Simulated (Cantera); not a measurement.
A closed system holds: 1 mol V, 1.6 mol NH₃, 0.031 mol H₂O, held at 2027 °C and 2.20 bar.

Method: chemical equilibrium by Gibbs-energy minimisation in Cantera with the NASA 1993 tables (ideal gas, pure condensed phases). Mutual solubility and eutectic melting of coexisting phases are not modelled. VN, VO: taken at fixed stoichiometry. Condensed phases not in the tables: solid solutions among these carbides, nitrides and lower oxides, V₂N. The numbers say what is thermodynamically allowed, not how fast it happens.

```json
[
 {"species": "H₂", "before": "0.878", "after": "0.882"},
 {"species": "N₂", "before": "0.114", "after": "0.114"},
 {"species": "H₂O", "before": "0.00164", "after": "0.00277"},
 {"species": "H", "before": "0.00612", "after": "0.00195"},
 {"species": "VO", "before": "3.48e-5", "after": "3.53e-6"},
 {"species": "V", "before": "2.37e-5", "after": "6.81e-7"},
 {"species": "NH₃", "before": "7.96e-6", "after": "1.06e-5"},
 {"species": "VN(s), mol", "before": "0.973", "after": "0.977"},
 {"species": "VO(l), mol", "before": "0.0263", "after": "0.0234"}
]
```
Gas species are given as mole fractions.

Problem. What was changed between the two runs?
A) temperature from 2027 °C to 1825 °C
B) temperature from 2027 °C to 977 °C
C) temperature from 2027 °C to 727 °C
D) H₂O from 0.031 to 4.6 mol

Solution. A, temperature from 2027 °C to 1825 °C
